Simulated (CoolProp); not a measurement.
Ethylbenzene at 298.15 K and 1.79 MPa is throttled through a valve to 1.1 MPa with no heat exchange. Each further row changes one setting.

Values from CoolProp's reference Helmholtz-energy equation of state, Zhou 2012.

```
case                      temperature change (K)  final density (kg/m³)
------------------------  ----------------------  ---------------------
as stated                                   +0.3                    863
outlet pressure 0.33 MPa                    +0.7                    862
outlet pressure 1.43 MPa                    +0.2                    863
```
